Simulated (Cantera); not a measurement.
Input (Python, Cantera) and output of one run.

```python
import numpy as np
import cantera as ct

gas_names = """
    C CH CH2 CH3 CH2OH CH3O CH4 CH3OH CN CO COS CO2 COOH CS CS2 C2 C2H CHCO,ketyl C2H2,acetylene
    C2H2,vinylidene CH2CO,ketene C2H3,vinyl CH3CN CH3CO,acetyl C2H4 C2H4O,ethylen CH3CHO,ethanal CH3COOH
    (HCOOH)2 C2H5 C2H6 CH3OCH3 C2H5OH CCN CNC C2N2 C2O C3 C3H3,propargyl C3H4,allene C3H4,propyne
    C3H4,cyclo- C3H5,allyl C3H6,propylene C3H6,cyclo- C3H6O C3H7,n-propyl C3H7,i-propyl C3H8
    C3H8O,1propanol C3H8O,2propanol C3O2 C4 C4H2 C4H4,1,3-cyclo- C4H6,butadiene C4H6,2-butyne
    C4H6,cyclo- C4H8,1-butene C4H8,cis2-buten C4H8,tr2-butene C4H8,isobutene C4H8,cyclo- (CH3COOH)2
    C4H9,n-butyl C4H9,i-butyl C4H9,s-butyl C4H9,t-butyl C4H10,isobutane C4H10,n-butane C4N2 C5
    C5H6,1,3cyclo- C5H8,cyclo- C5H10,1-pentene C5H10,cyclo- C5H11,pentyl C5H11,t-pentyl C5H12,n-pentane
    C5H12,i-pentane CH3C(CH3)2CH3 C6H2 C6H5,phenyl C6H5O,phenoxy C6H6 C6H5OH,phenol C6H10,cyclo-
    C6H12,1-hexene C6H12,cyclo- C6H13,n-hexyl C7H7,benzyl C7H8 C7H8O,cresol C7H14,1-heptene
    C7H15,n-heptyl C7H16,n-heptane C8H8,styrene C8H10,ethylbenz C8H16,1-octene C8H17,n-octyl
    C8H18,isooctane C8H18,n-octane C9H19,n-nonyl C10H8,naphthale C10H21,n-decyl C12H9,o-bipheny
    C12H10,bipheny Fe FeC5O5 FeO Fe(OH)2 H HCN HCO HCCN HNC HNCO HNO HNO2 HNO3 HO2 H2 HCHO,formaldehy
    HCOOH H2O H2O2 H2S H2SO4 N NCO NH NH2 NH3 NH2OH NO NO2 NO3 N2 N2H2 N2H4 N2O O OH O2 O3 S SH SN SO
    SO2 SO3 S2 S2O S8
""".split()
cond_names = """
    C(gr) C6H6(L) C7H8(L) C8H18(L),n-octa Fe(a) Fe(c) Fe(d) Fe(L) FeC5O5(L) FeO(s) FeO(L) Fe(OH)2(s)
    Fe(OH)3(s) FeS(a) FeS(b) FeS(c) FeS(L) FeSO4(s) FeS2(s) Fe2O3(s) Fe2S3O12(s) Fe3O4(s) H2O(s) H2O(L)
    H2SO4(L) S(cr1) S(cr2) S(L)
""".split()


def load(file, names, dense=False):
    # The tables refer to 1 bar. Condensed volumes are neglected.
    table = {s.name: s for s in ct.Species.list_from_file(file)}
    out = []
    for n in names:
        d = dict(table[n].input_data)
        d["thermo"] = dict(d["thermo"], **{"reference-pressure": 1e5})
        if dense:
            d["equation-of-state"] = {"model": "constant-volume", "density": "1e6 g/cm^3"}
        out.append(ct.Species.from_dict(d))
    return out


gas = ct.Solution(thermo="ideal-gas", species=load("nasa_gas.yaml", gas_names))
cond = {s.name: ct.Solution(thermo="fixed-stoichiometry", species=[s], name=s.name)
        for s in load("nasa_condensed.yaml", cond_names, dense=True)}
atoms = {
    'Fe': {'Fe': 1},
    'H2S': {'H': 2, 'S': 1},
    'N2': {'N': 2},
    'CO2': {'C': 1, 'O': 2},
}
top_T = {'C(gr)': 4500, 'FeSO4(s)': 950, 'FeS2(s)': 1010, 'Fe2O3(s)': 1830, 'Fe2S3O12(s)': 1100, 'Fe3O4(s)': 1870}  # K; cautious upper limits of use, not melting points


def equilibrate(T, P, feed):
    n = {}
    for name, mol in feed.items():
        for a, k in atoms[name].items():
            n[a] = n.get(a, 0.0) + k * mol
    gas.TPX = T, P, n
    mass = sum(n.values()) * gas.mean_molecular_weight
    gas.equilibrate("TP")
    valid = [c for c in cond.values() if c.min_temp <= T <= top_T.get(c.name, c.max_temp)]
    mix = ct.Mixture([(gas, mass / gas.mean_molecular_weight)] + [(c, 0.0) for c in valid])
    mix.T, mix.P = T, P
    mix.equilibrate("TP", solver="vcs", rtol=1e-11, max_steps=5000)
    return mix


results = []
feed = {'Fe': 1, 'H2S': 0.015, 'N2': 2.5, 'CO2': 1.2}  # mol
T = 1950  # K
P = 130000  # Pa
mix = equilibrate(T, P, feed)
results.append((T, P, feed, dict(zip(mix.species_names, mix.species_moles))))
x = sorted(zip(gas.X, gas.species_names), reverse=True)
print(f"T = {T:g} K  P = {P:g} Pa  gas = {mix.phase_moles(0):.4g} mol")
print("   x: " + "  ".join(f"{s} {v:.3e}" for v, s in x if v > 0.0001))
print("   condensed (mol): " + ("  ".join(f"{mix.phase(i).name} {mix.phase_moles(i):.4g}"
      for i in range(1, mix.n_phases) if mix.phase_moles(i) > 1e-12) or "none"))
```

Result:

```
T = 1950 K  P = 130000 Pa  gas = 3.724 mol
   x: N2 6.713e-01  CO 2.715e-01  CO2 5.047e-02  H2 2.140e-03  H2O 1.750e-03  S2 1.275e-03  SO2 6.030e-04  SO 3.514e-04  COS 2.698e-04  SH 1.054e-04
   condensed (mol): FeO(L) 0.9997
```

Cantera equilibrium calculation (NASA polynomials, part measured and part estimated; ideal gas, pure solids and liquids). The tables' stoichiometric FeO is somewhat more stable than real wüstite, so its field is too wide. FeO: taken at fixed stoichiometry.
